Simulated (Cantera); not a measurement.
A perfectly stirred reactor is fed with 7.30 % H2, 4.87 % O2, 87.6 % N2, 0.190 % H2O, equivalence ratio 0.75, at 0.620 bar; it is held at 1225 K, and followed from long to short residence time.

Cantera simulation using GRI-Mech 3.0 (53 species, 325 reactions); the numbers are that mechanism's predictions, not measurements. The temperature is held fixed by assumption; the heat of reaction is taken as removed at once.

Task: Predict: x(H2) at τ = 0.580 s; x(O2) at τ = 0.580 s; x(O) at τ = 0.580 s; x(H2O2) at τ = 0.580 s; x(H) at τ = 0.580 s; x(H2) at τ = 18.0 ms; x(O2) at τ = 18.0 ms; x(O) at τ = 18.0 ms; x(H2O2) at τ = 18.0 ms; x(H) at τ = 18.0 ms.

Result: x(H2) at τ = 0.580 s: 0.000169
x(O2) at τ = 0.580 s: 0.0127
x(O) at τ = 0.580 s: 2.61e-5
x(H2O2) at τ = 0.580 s: 2.87e-7
x(H) at τ = 0.580 s: 1.75e-5
x(H2) at τ = 18.0 ms: 0.00150
x(O2) at τ = 18.0 ms: 0.0133
x(O) at τ = 18.0 ms: 0.000262
x(H2O2) at τ = 18.0 ms: 8.69e-7
x(H) at τ = 18.0 ms: 0.000506
